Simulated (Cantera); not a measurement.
A perfectly stirred reactor is fed with C₃H₈ : O₂ : N₂ : H₂O = 1 : 11.4 : 42.7 : 7.2 (molar parts), at 0.987 atm; it is adiabatic with a 675 K inlet, and is followed from long to short residence time, starting on the burning branch (τ in s: 0.038, 0.017, 0.0081, 0.0037, 0.0017, 0.0008, 0.00037, 0.00017, 7.9e-05, 3.6e-05, 1.7e-05, 7.8e-06).

Model: GRI-Mech 3.0 (53 species, 325 reactions), integrated in Cantera. GRI-Mech 3.0 was tuned for natural gas; its chemistry of propane as a main component is partial and can be far from experiment.

Task: Predict: blow-out, bracketed by the residence times tried; x(C₃H₈) at τ = 38.0 ms; x(O₂) at τ = 38.0 ms; x(H₂O) at τ = 38.0 ms; x(HCO) at τ = 38.0 ms; x(CO₂) at τ = 38.0 ms; x(C₃H₈) at τ = 0.370 ms; x(O₂) at τ = 0.370 ms; x(H₂O) at τ = 0.370 ms.

Result: 
| Quantity | Value |
|---|---|
| blow-out, bracketed by the residence times tried | burning at 0.800 ms, out at 0.370 ms |
| x(C₃H₈) at τ = 38.0 ms | 3.70e-6 |
| x(O₂) at τ = 38.0 ms | 0.101 |
| x(H₂O) at τ = 38.0 ms | 0.176 |
| x(HCO) at τ = 38.0 ms | 2.50e-8 |
| x(CO₂) at τ = 38.0 ms | 0.0468 |
| x(C₃H₈) at τ = 0.370 ms | 0.0161 |
| x(O₂) at τ = 0.370 ms | 0.183 |
| x(H₂O) at τ = 0.370 ms | 0.116 |
